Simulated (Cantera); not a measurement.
## Transport properties of process gases

Gas mixture: 100 % CH3OH, at 500000 Pa, frozen composition.

Cantera's kinetic-theory transport with the Lennard-Jones parameters of GRI-Mech 3.0, ideal gas; thermal conductivity in the multicomponent form. Polar gases are described roughly by these parameters. The composition is frozen, though it would react at the higher temperatures.

```json
[
 {"T (K)": "400", "ρ (kg/m³)": "4.82", "cp (J/kg/K)": "1604", "μ (µPa s)": "13.1", "λ (mW/m/K)": "28.1", "Pr": "0.748", "D (cm²/s) NH3": "0.0534", "D (cm²/s) CO2": "0.0383", "D (cm²/s) CH4": "0.0571"},
 {"T (K)": "650", "ρ (kg/m³)": "2.96", "cp (J/kg/K)": "2212", "μ (µPa s)": "21.3", "λ (mW/m/K)": "62.7", "Pr": "0.750", "D (cm²/s) NH3": "0.139", "D (cm²/s) CO2": "0.0969", "D (cm²/s) CH4": "0.140"},
 {"T (K)": "900", "ρ (kg/m³)": "2.14", "cp (J/kg/K)": "2643", "μ (µPa s)": "28.6", "λ (mW/m/K)": "101", "Pr": "0.751", "D (cm²/s) NH3": "0.258", "D (cm²/s) CO2": "0.175", "D (cm²/s) CH4": "0.250"},
 {"T (K)": "1150", "ρ (kg/m³)": "1.68", "cp (J/kg/K)": "2978", "μ (µPa s)": "35.2", "λ (mW/m/K)": "139", "Pr": "0.751", "D (cm²/s) NH3": "0.405", "D (cm²/s) CO2": "0.271", "D (cm²/s) CH4": "0.382"},
 {"T (K)": "1400", "ρ (kg/m³)": "1.38", "cp (J/kg/K)": "3214", "μ (µPa s)": "41.1", "λ (mW/m/K)": "176", "Pr": "0.751", "D (cm²/s) NH3": "0.577", "D (cm²/s) CO2": "0.381", "D (cm²/s) CH4": "0.535"},
 {"T (K)": "1650", "ρ (kg/m³)": "1.17", "cp (J/kg/K)": "3388", "μ (µPa s)": "46.5", "λ (mW/m/K)": "210", "Pr": "0.750", "D (cm²/s) NH3": "0.770", "D (cm²/s) CO2": "0.506", "D (cm²/s) CH4": "0.706"},
 {"T (K)": "1900", "ρ (kg/m³)": "1.01", "cp (J/kg/K)": "3514", "μ (µPa s)": "51.5", "λ (mW/m/K)": "242", "Pr": "0.749", "D (cm²/s) NH3": "0.984", "D (cm²/s) CO2": "0.643", "D (cm²/s) CH4": "0.895"}
]
```
D: mixture-averaged diffusion coefficient of that species in the mixture.
